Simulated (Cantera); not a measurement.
## Thermodynamics of silicon carbide growth, feed SiCl4 + C2H4 + H2

A closed system holds: 1 mol SiCl4, 0.61 mol C2H4, 34 mol H2, at 76.0 mbar.

Method: chemical equilibrium by Gibbs-energy minimisation in Cantera with the NASA 1993 tables (ideal gas, pure condensed phases). Candidate condensed phases: C, C6H6, C7H8, C8H18, Si, SiC; 109 gas species. The tables' values for SiCl, SiCl3 are old estimates; treat these amounts as uncertain. Gases not in the tables: Si2H6 and higher silanes. Kinetics and transport are ignored.

| T (°C) | log p H2 | log p H | log p HCl | log p Si | log p C2H2 (acetylene) | log p Cl | log p SiC2 | log p SiCl2 | n C(graphite) | n SiC(s) |
|---|---|---|---|---|---|---|---|---|---|---|
| 827 | -1.17 | -8.17 | -2.12 | <-13 | -9.04 | -9.17 | <-13 | -5.83 | 0.216 | 0.923 |
| 977 | -1.17 | -6.90 | -2.09 | <-13 | -7.77 | -7.89 | <-13 | -5.26 | 0.207 | 0.988 |
| 1127 | -1.17 | -5.90 | -2.09 | -11.40 | -6.77 | -6.90 | <-13 | -4.86 | 0.219 | 0.991 |
| 1277 | -1.17 | -5.09 | -2.09 | -9.53 | -5.96 | -6.11 | -12.11 | -4.55 | 0.229 | 0.985 |
| 1427 | -1.17 | -4.42 | -2.09 | -8.00 | -5.30 | -5.45 | -10.10 | -4.29 | 0.238 | 0.974 |
| 1577 | -1.17 | -3.85 | -2.10 | -6.71 | -4.75 | -4.90 | -8.43 | -4.09 | 0.242 | 0.959 |
| 1727 | -1.17 | -3.37 | -2.10 | -5.62 | -4.29 | -4.44 | -7.01 | -3.92 | 0.230 | 0.938 |
| 1877 | -1.18 | -2.96 | -2.12 | -4.69 | -3.89 | -4.04 | -5.79 | -3.78 | 0.189 | 0.900 |
| 2027 | -1.19 | -2.61 | -2.13 | -3.87 | -3.55 | -3.70 | -4.73 | -3.68 | 0.128 | 0.783 |
| 2177 | -1.21 | -2.30 | -2.17 | -3.16 | -3.27 | -3.41 | -3.81 | -3.61 | 0.183 | 0.268 |
| 2327 | -1.24 | -2.04 | -2.19 | -2.95 | -3.12 | -3.14 | -3.50 | -3.95 | 0 | 0 |
log p: log10 of the partial pressure in bar; n: condensed amount in mol.

From 827 °C to 2177 °C the condensed part is C(graphite) + SiC(s). At 2327 °C nothing is condensed. The main Si-bearing gas is SiCl4 at 827 °C and Si at 2327 °C. The share of Si in condensed phases is highest at 1127 °C (99.1 %) and lowest at 2327 °C (0.0 %).
